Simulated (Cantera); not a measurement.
A perfectly stirred reactor is fed with H₂ : O₂ = 0.095 : 1 (molar parts), equivalence ratio 0.048, at 1300 Pa; it is held at 1125 K, and followed from long to short residence time.

Cantera simulation using GRI-Mech 3.0 (53 species, 325 reactions); the numbers are that mechanism's predictions, not measurements. Radical loss at walls, strong at low pressure, is not modelled. The temperature is held fixed by assumption; the heat of reaction is taken as removed at once.

Problem. What does this change do: H2 0.095 to 0.16 parts?

Solution. 
```tsv
quantity	before	after
x(H₂) at τ = 11.0 s	8.16e-5	0.000121
x(O₂) at τ = 11.0 s	0.909	0.851
x(H₂O) at τ = 11.0 s	0.0903	0.148
x(HO₂) at τ = 11.0 s	1.26e-6	1.85e-6
x(OH) at τ = 11.0 s	0.000481	0.000600
x(H₂) at τ = 63.0 ms	0.00180	0.00281
x(O₂) at τ = 63.0 ms	0.894	0.836
x(H₂O) at τ = 63.0 ms	0.0846	0.139
x(HO₂) at τ = 63.0 ms	5.57e-6	7.91e-6
x(OH) at τ = 63.0 ms	0.00267	0.00338
```

Problem. What does this change do: 0.05 parts H2O added?

Solution. 
| quantity | before | after |
|---|---|---|
| x(H₂) at τ = 11.0 s | 8.16e-5 | 8.39e-5 |
| x(O₂) at τ = 11.0 s | 0.909 | 0.867 |
| x(H₂O) at τ = 11.0 s | 0.0903 | 0.132 |
| x(HO₂) at τ = 11.0 s | 1.26e-6 | 1.40e-6 |
| x(OH) at τ = 11.0 s | 0.000481 | 0.000495 |
| x(H₂) at τ = 63.0 ms | 0.00180 | 0.00196 |
| x(O₂) at τ = 63.0 ms | 0.894 | 0.856 |
| x(H₂O) at τ = 63.0 ms | 0.0846 | 0.126 |
| x(HO₂) at τ = 63.0 ms | 5.57e-6 | 6.80e-6 |
| x(OH) at τ = 63.0 ms | 0.00267 | 0.00273 |
